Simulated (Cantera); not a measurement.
Feed: 1 mol Si, 9 mol HCl, 0.34 mol H₂, at 1300 K.

Cantera equilibrium calculation (NASA polynomials, part measured and part estimated; ideal gas, pure solids and liquids). Candidate condensed phases: Si; 19 gas species. The tables' values for SiCl₃ are old estimates; treat these amounts as uncertain. Equilibrium is a limit: real reactors are often held back by kinetics, nucleation or transport.

log p: log10 of the partial pressure in bar; nothing condenses.

```json
[
 {"P (Pa)": "1", "log p HCl": "-5.13", "log p H₂": "-5.82", "log p SiCl₄": "-7.58", "log p SiCl₂": "-6.01", "log p SiCl₃": "-7.18"},
 {"P (Pa)": "10", "log p HCl": "?", "log p H₂": "?", "log p SiCl₄": "?", "log p SiCl₂": "?", "log p SiCl₃": "-5.83"},
 {"P (Pa)": "100", "log p HCl": "?", "log p H₂": "?", "log p SiCl₄": "?", "log p SiCl₂": "?", "log p SiCl₃": "-4.72"},
 {"P (Pa)": "1000", "log p HCl": "-2.21", "log p H₂": "-2.59", "log p SiCl₄": "-3.02", "log p SiCl₂": "-4.06", "log p SiCl₃": "-3.92"},
 {"P (Pa)": "10000", "log p HCl": "-1.22", "log p H₂": "-1.56", "log p SiCl₄": "-1.95", "log p SiCl₂": "-3.94", "log p SiCl₃": "-3.34"},
 {"P (Pa)": "100000", "log p HCl": "-0.22", "log p H₂": "-0.56", "log p SiCl₄": "-0.94", "log p SiCl₂": "-3.92", "log p SiCl₃": "-2.81"}
]
```

Task: What belongs in the gaps?

Result: 
- 10, log p HCl: -4.14
- 10, log p H₂: -4.77
- 10, log p SiCl₄: -5.77
- 10, log p SiCl₂: -5.11
- 100, log p HCl: -3.18
- 100, log p H₂: -3.66
- 100, log p SiCl₄: -4.25
- 100, log p SiCl₂: -4.42
